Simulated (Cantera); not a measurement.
**Thermodynamics of silicon oxide and oxynitride deposition, feed HMDSO + CO2**

Charge: 1 mol HMDSO, 0.22 mol CO2, at 1227 °C and 0.133 bar.

Method: chemical equilibrium by Gibbs-energy minimisation in Cantera with the NASA 1993 tables (ideal gas, pure condensed phases). Candidate condensed phases: C, C6H6, C7H8, C8H18, H2O, Si, SiC, SiO2; 123 gas species. The feed counts by its element totals alone. The numbers say what is thermodynamically allowed, not how fast it happens.

The x(H2) comes out as 0.862 and the x(CO) comes out as 0.138. The x(SiO) comes out as 0.000270 and the x(CH4) is 0.000254. The x(H) is 4.48e-5 and the x(H2O) is 2.72e-5. The x(C2H2 (acetylene)) comes out as 7.78e-6 and the x(CO2) is 1.68e-6. The n(C(graphite)) is 2.78 mol and the n(SiC(s)) comes out as 2.00 mol. The gas amount is 10.44 mol and the log10 activity of Si(s) (absent) is -2.14.
